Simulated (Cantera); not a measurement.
An isothermal, constant-pressure homogeneous reactor starts with H2 : O2 : N2 = 0.038 : 1 : 0.44 (molar parts), equivalence ratio 0.019, at 1273 K and 0.0118 atm.

Model: the H2/O2 subset of GRI-Mech 3.0, which has no nitrogen chemistry, integrated in Cantera. Radical loss at walls, strong at low pressure, is not modelled.

One state of this run: x H2 = 0.000319; x O2 = 0.656; x H2O2 = 3.42e-8; x HO2 = 1.26e-6; x O = 0.0180; x H2O = 0.0230. x: mole fraction; the columns are a selection and need not sum to one.

Q: Which value of t (s) does it belong to?
A. 3.08e-5
B. 0.109
C. 0.841
D. 0.0141

A: D, 0.0141
